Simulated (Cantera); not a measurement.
Cantera run, input and output.

```python
import numpy as np
import cantera as ct

surf = ct.Interface("ptcombust.yaml", "Pt_surf")
gas = surf.adjacent["gas"]
gas.TPX = 300, 3900, {'CH4': 0.021, 'O2': 0.18, 'N2': 0.79}
jet = ct.ImpingingJet(gas=gas, width=0.051, surface=surf)
jet.inlet.mdot, jet.inlet.T, jet.inlet.X = 0.059, 300, {'CH4': 0.021, 'O2': 0.18, 'N2': 0.79}
jet.set_refine_criteria(ratio=10, slope=0.2, curve=0.3)
show, cover = ['CH4', 'O2', 'H2O', 'OH', 'CO', 'CO2'], ["PT(S)", "H(S)", "O(S)", "OH(S)", "CO(S)", "C(S)"]

rows = []
print(f"{'Ts/K':>7s}" + "".join(f"{s:>11s}" for s in show + cover) + "   (gas at the wall, coverages)")
for i, Ts in enumerate([850, 900, 950, 1000, 1050, 1100]):
    jet.surface.T = Ts
    if i == 0:
        surf.TP = Ts, 3900
        surf.coverages = "PT(S):0.5, O(S):0.5"
        surf.advance_coverages(1.0)
        jet.set_initial_guess(products="inlet")
    jet.solve(loglevel=0, auto=(i == 0))
    rows.append([*(jet.X[gas.species_index(s), -1] for s in show), *surf[cover].coverages])
    print(f"{Ts:7g}" + "".join(f"{x:11.3e}" for x in rows[-1]))
```

Output:

```
   Ts/K        CH4         O2        H2O         OH         CO        CO2      PT(S)       H(S)       O(S)      OH(S)      CO(S)       C(S)   (gas at the wall, coverages)
    850  1.876e-02  1.764e-01  4.550e-03  6.425e-09  5.195e-06  2.966e-03  1.550e-01  1.053e-08  8.446e-01  4.054e-04  4.675e-06  1.195e-08
    900  1.660e-02  1.718e-01  8.589e-03  2.729e-08  6.582e-06  5.612e-03  2.190e-01  3.475e-08  7.805e-01  5.067e-04  4.221e-06  1.503e-08
    950  1.410e-02  1.665e-01  1.321e-02  9.198e-08  7.743e-06  8.653e-03  2.878e-01  9.061e-08  7.116e-01  5.609e-04  3.431e-06  1.643e-08
   1000  1.172e-02  1.614e-01  1.760e-02  2.646e-07  8.723e-06  1.155e-02  3.584e-01  1.984e-07  6.410e-01  5.702e-04  2.629e-06  1.644e-08
   1050  9.696e-03  1.571e-01  2.131e-02  6.604e-07  9.630e-06  1.400e-02  4.286e-01  3.829e-07  5.708e-01  5.475e-04  1.972e-06  1.570e-08
   1100  8.091e-03  1.538e-01  2.422e-02  1.483e-06  1.062e-05  1.593e-02  4.966e-01  6.718e-07  5.029e-01  5.060e-04  1.482e-06  1.470e-08
```

Cantera simulation using Deutschmann's 1995 Pt surface mechanism with GRI-Mech 3.0 gas chemistry; the numbers are that mechanism's predictions, not measurements. Catalytic surfaces can have several steady states; this one follows from the mechanism file's or the stated starting coverage.
